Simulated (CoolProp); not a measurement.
Model: reference Helmholtz-energy equation of state, Span 2000, in CoolProp.

Q: Give the vapour pressure (MPa), liquid density (kg/m³), vapour Z, liquid viscosity (µPa s) of saturated nitrogen at 113.2 K.

A: 
```json
[
 {"T (K)": "113.2", "p (MPa)": "1.76", "liquid density (kg/m³)": "595", "vapour Z": "0.676", "liquid viscosity (µPa s)": "50.4"}
]
```

Viscosity comes from a separate model (Lemmon 2004).
